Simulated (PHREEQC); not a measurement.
Make-up at 25 °C: 0.19 mol HCl, 0.00026 mol CuSO4 and 0.023 mol MgSO4 per kg of water. Closed to the air; pH follows from the charge balance.

Model: ion-association model, phreeqc.dat, run in PHREEQC.

```tsv
quantity	before	after
pH	0.87	0.88
ionic strength (mol/kgw)	0.241	0.237
HSO4- (mol/kgw)	0.0180	0.0201
SO4-2 (mol/kgw)	0.00369	0.00167
Cu+2 (mol/kgw)	0.000212	0.000137
CuCl+ (mol/kgw)	3.35e-5	0.000112
```

Question: Which change was made?
A) temperature from 25 to 65 °C
B) temperature from 25 to 15 °C
C) temperature from 25 to 20 °C
D) CuSO4 from 0.00026 to 0.00013 mol/kgw

Answer: A, temperature from 25 to 65 °C

No solid was allowed to form. Constants without temperature data keep their 25 °C values here.
